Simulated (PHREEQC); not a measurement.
Make-up at 80 °C: 0.014 mol/kgw H2SO4 and 0.00016 mol/kgw CuSO4. Closed to the air; pH follows from the charge balance.

Model: ion-association model, phreeqc.dat, run in PHREEQC.

### Question
The ionic strength comes out as 0.0202 mol/kgw. What activity coefficients do SO4-2, Cu+2, HSO4-, H+ get?

### Answer
SO4-2 0.55, Cu+2 0.56, HSO4- 0.86, H+ 0.88.

No solid was allowed to form. Complexes and solids missing from the database can't appear. Constants without temperature data keep their 25 °C values here.
